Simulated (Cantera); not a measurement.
A perfectly stirred reactor is fed with 4.24 % C2H4, 93.3 % H2, 2.46 % N2, at 100000 Pa; it is held at 1725 K, and followed from long to short residence time.

Model: GRI-Mech 3.0 (53 species, 325 reactions), integrated in Cantera. GRI-Mech 3.0 was tuned for natural gas; its chemistry of ethylene as a main component is partial and can be far from experiment. GRI-Mech 3.0 stops at C3 and has no aromatics, soot or wall deposition, so with more carbon than oxygen in the feed, carbon stays in small species such as C2H2 where larger ones or solid carbon would form.

x: mole fraction; the columns are a selection and need not sum to one.

```tsv
τ (s)	x C2H4	x H2	x C2H2	x CH4	x C2H6	x C2H	x CH2
1.4	0.00121	0.927	0.0325	0.0152	1.99e-6	3.97e-8	1.24e-8
0.41	0.00128	0.928	0.0335	0.0128	1.75e-6	4.12e-8	1.06e-8
0.12	___	0.931	0.0356	___	1.44e-6	4.43e-8	___
0.033	0.00186	0.933	0.0373	0.00346	1.52e-6	4.66e-8	3.33e-9
0.0093	0.00318	0.934	0.0369	0.00153	2.42e-6	4.18e-8	1.71e-9
0.0026	0.00812	0.935	0.0325	0.000848	5.42e-6	2.91e-8	1.66e-9
0.00075	0.0199	0.934	0.0213	0.000454	1.12e-5	1.49e-8	2.58e-9
0.00021	___	0.933	___	___	___	___	2.66e-9
```

### Question
Some entries are withheld; supply them.

### Answer

- 0.12, x C2H4: 0.00145
- 0.12, x CH4: 0.00802
- 0.12, x CH2: 7.01e-9
- 0.00021, x C2H4: 0.0343
- 0.00021, x C2H2: 0.00767
- 0.00021, x CH4: 0.000126
- 0.00021, x C2H6: 1.25e-5
- 0.00021, x C2H: 3.38e-9
